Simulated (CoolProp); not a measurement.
Sulfur dioxide along the isotherm 45.65 °C: density (kg/m³) from the reference equation and from simpler models built on Tc = 157.5 °C, pc = 7.887 MPa, ω = 0.256; each cubic takes its own stable root.

Computed with CoolProp (reference Helmholtz-energy equation of state, Gao 2016).

```json
[
 {"p (MPa)": "0.111", "phase": "gas", "reference": "2.722"},
 {"p (MPa)": "0.187", "phase": "gas", "reference": "4.633"},
 {"p (MPa)": "0.315", "phase": "gas", "reference": "7.946"},
 {"p (MPa)": "0.532", "phase": "gas", "reference": "13.87"},
 {"p (MPa)": "0.898", "phase": "liquid", "reference": "1307"},
 {"p (MPa)": "1.52", "phase": "liquid", "reference": "1309"},
 {"p (MPa)": "2.56", "phase": "liquid", "reference": "1312"},
 {"p (MPa)": "4.31", "phase": "liquid", "reference": "1316"},
 {"p (MPa)": "7.28", "phase": "liquid", "reference": "1324"},
 {"p (MPa)": "12.3", "phase": "liquid", "reference": "1336"},
 {"p (MPa)": "20.7", "phase": "liquid", "reference": "1354"},
 {"p (MPa)": "35", "phase": "liquid", "reference": "1381"}
]
```

Problem. How far does each simpler model (van der Waals, Soave-Redlich-Kwong, Peng-Robinson) lie from the reference over these 12 states: mean and median of the absolute difference, and the worst?

Solution. 
- van der Waals: mean 36.2 %, median 37.9 %, worst -98.2 % at 45.65 °C and 0.898 MPa
- Soave-Redlich-Kwong: mean 7.1 %, median 9.9 %, worst -10.8 % at 45.65 °C and 0.898 MPa
- Peng-Robinson: mean 1.1 %, median 1.1 %, worst +1.9 % at 45.65 °C and 35 MPa

At some of these states van der Waals gives the other phase, because its saturation line lies elsewhere.
